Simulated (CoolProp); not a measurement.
Vapour-liquid equilibrium of propylene (1) + R142b (2) at 96.2 kPa; x and y are mole fractions of (1).

Computed with CoolProp (multi-fluid Helmholtz-energy mixture model, Lemmon 2013 and Lemmon 2006; pair parameters Bell 2016).

### Question
Give the bubble temperature and the first vapour's composition at x = 0.575, 0.725, 0.875. Is there an azeotrope?

### Answer
x = 0.575: 232.5 K, y = 0.884; x = 0.725: 229.2 K, y = 0.931; x = 0.875: 226.5 K, y = 0.969. No azeotrope shows between x = 0.05 and 0.95.

Pair parameters are fitted to limited data, so mixtures are less certain than the pure fluids.
